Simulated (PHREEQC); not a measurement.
1.2 g of hydrous ferric oxide (600 m²/g; 0.2 weak and 0.005 strong sites per Fe, Dzombak-Morel constants, diffuse double layer) in 1 kg of water with 0.01 mol/kgw of an inert sodium salt and 2.1e-05 mol/kgw BaCl2, 0.00015 mol/kgw ZnCl2 and 6.7e-05 mol/kgw CaCl2, at 25 °C; the pH is set by adding NaOH or the inert anion's acid. Oxygen alone is held at its pressure in air (log pO2 = -0.68). No CO2 enters from the air. No solid was allowed to form.

The series has 17 steps of pH, from 4 to 10.

All values are PHREEQC results (ion-association model, wateq4f.dat), not measurements.

Problem. Near which pH is half of the Ba sorbed, and on which side is more sorbed?

Solution. Near pH 8.6, with more sorbed at higher pH.

Problem. Near which pH is half of the Zn sorbed, and on which side is more sorbed?

Solution. Near pH 6.1, with more sorbed at higher pH.

Problem. Near which pH is half of the Ca sorbed, and on which side is more sorbed?

Solution. Near pH 8.5, with more sorbed at higher pH.
